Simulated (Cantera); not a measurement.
# Thermodynamics of oxide etching and cleaning by halides, feed Fe2O3 + Cl2 + O2

Input: 1 mol Fe2O3, 1.8 mol Cl2, 0.18 mol O2, held at 1.00 bar.

These are equilibrium values from Cantera (NASA tables, ideal gas, pure condensed phases), not measurements of a reactor. Candidate condensed phases: Fe, FeCl2, FeCl3, FeO, Fe2O3, Fe3O4; 13 gas species. Condensed phases not in the tables: FeOCl. Equilibrium is a limit: real reactors are often held back by kinetics, nucleation or transport.

```
T (K)  x Cl2    x O2  x FeCl3   x FeCl2      x Cl  x Fe2Cl6  x Fe2Cl4  n Fe2O3(s)
-----  -----  ------  -------  --------  --------  --------  --------  ----------
873    0.907  0.0920  0.00140   7.58e-7   4.22e-5   4.26e-5  8.06e-11       0.999
923    0.902  0.0941  0.00413   5.11e-6  0.000106  0.000132   1.25e-9       0.996
973    0.890  0.0990   0.0104   2.71e-5  0.000242  0.000335   1.35e-8       0.989
1023   0.868   0.108   0.0225  0.000116  0.000507  0.000688   1.04e-7       0.976
1073   0.832   0.124   0.0421  0.000406  0.000981   0.00115   5.85e-7       0.955
1123   0.781   0.145   0.0696   0.00120   0.00177   0.00161   2.51e-6       0.925
1173   0.717   0.171    0.103   0.00308   0.00300   0.00193   8.65e-6       0.888
1223   0.644   0.201    0.141   0.00703   0.00480   0.00205   2.49e-5       0.843
1273   0.565   0.233    0.178    0.0145   0.00729   0.00197   6.16e-5       0.793
1323   0.484   0.265    0.211    0.0275    0.0106   0.00172  0.000134       0.740
1373   0.405   0.296    0.235    0.0482    0.0146   0.00139  0.000258       0.685
1423   0.330   0.325    0.246    0.0786    0.0194   0.00102  0.000447       0.627
1473   0.261   0.350    0.243     0.120    0.0248  0.000691  0.000692       0.568
1523   0.201   0.371    0.225     0.170    0.0305  0.000423  0.000963       0.508
```
x: gas mole fraction; n: condensed amount in mol.

From 873 K to 1523 K the condensed part is Fe2O3(s). The main Fe-bearing gas is FeCl3 throughout. The share of Fe in condensed phases is highest at 873 K (99.9 %) and lowest at 1523 K (50.8 %).
